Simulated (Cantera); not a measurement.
A freely propagating, adiabatic, planar premixed flame of CH3OH : O2 : N2 = 1 : 1.5 : 5.64 (molar parts), equivalence ratio 1.0, unburnt at 675 K and 1000000 Pa; mixture-averaged transport, grid criteria slope 0.08 and curve 0.16, no radiation.

Cantera simulation using GRI-Mech 3.0 (53 species, 325 reactions); the numbers are that mechanism's predictions, not measurements. GRI-Mech 3.0 was tuned for natural gas; its chemistry of methanol as a main component is partial and can be far from experiment. Burning velocities carry a grid error of a few per cent, more on coarse grids.

**Question.** How do the results move with these cheaper or finer settings: unity-Lewis-number transport; multicomponent transport; multicomponent+Soret transport; grid criteria slope 0.5, curve 1; grid criteria slope 0.25, curve 0.5; grid criteria slope 0.03, curve 0.06?

**Answer.** 
```json
[
 {"setting": "as above", "laminar burning velocity": "97.9 cm/s", "thermal thickness": "0.0402 mm", "peak x(C2H2)": "1.80e-7", "peak x(C2H)": "<1e-8", "grid points": "142"},
 {"setting": "unity-Lewis-number transport", "laminar burning velocity": "88.5 cm/s", "thermal thickness": "0.0417 mm", "peak x(C2H2)": "3.23e-7", "peak x(C2H)": "<1e-8", "grid points": "128"},
 {"setting": "multicomponent transport", "laminar burning velocity": "98.8 cm/s", "thermal thickness": "0.0407 mm", "peak x(C2H2)": "1.84e-7", "peak x(C2H)": "<1e-8", "grid points": "142"},
 {"setting": "multicomponent+Soret transport", "laminar burning velocity": "96.6 cm/s", "thermal thickness": "0.0412 mm", "peak x(C2H2)": "1.74e-7", "peak x(C2H)": "<1e-8", "grid points": "143"},
 {"setting": "grid criteria slope 0.5, curve 1", "laminar burning velocity": "113 cm/s", "thermal thickness": "0.0437 mm", "peak x(C2H2)": "1.94e-7", "peak x(C2H)": "<1e-8", "grid points": "34"},
 {"setting": "grid criteria slope 0.25, curve 0.5", "laminar burning velocity": "103 cm/s", "thermal thickness": "0.0414 mm", "peak x(C2H2)": "1.82e-7", "peak x(C2H)": "<1e-8", "grid points": "56"},
 {"setting": "grid criteria slope 0.03, curve 0.06", "laminar burning velocity": "95.5 cm/s", "thermal thickness": "0.0399 mm", "peak x(C2H2)": "1.80e-7", "peak x(C2H)": "<1e-8", "grid points": "329"}
]
```
The base run took roughly 30 core-seconds.
Unity Lewis numbers drop preferential diffusion, which matters most where H2 and H carry the flame; Soret adds thermal diffusion.
